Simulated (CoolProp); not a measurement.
A simple Rankine cycle with n-octane: condensing at 332.15 K, boiler at 0.0656 MPa, turbine inlet 388.8 K, turbine efficiency 0.9, pump efficiency 0.6, no recuperator. Each further row changes one setting.

Values from CoolProp's reference Helmholtz-energy equation of state, Beckmüller 2019.

```
case                             thermal efficiency (%)  net work (kJ/kg)  heat in (kJ/kg)  turbine exit temperature (K)  volume ratio over the turbine
-------------------------------  ----------------------  ----------------  ---------------  ----------------------------  -----------------------------
as stated                                          10.0              45.1              449                         364.4                           6.32
turbine inlet 408.8 K                        (withheld)              47.7              492                         384.4                           6.31
condensing temperature 324.15 K                    11.4              53.4       (withheld)                         360.0                           8.94
boiler pressure 0.0459 MPa                          8.2              36.9              451                    (withheld)                           4.43
turbine efficiency 0.8                              8.9              40.0              449                         367.0                           6.37
```

Task: Complete the blanks.

Result: 
- turbine inlet 408.8 K, thermal efficiency (%): 9.7
- condensing temperature 324.15 K, heat in (kJ/kg): 468
- boiler pressure 0.0459 MPa, turbine exit temperature (K): 369.3
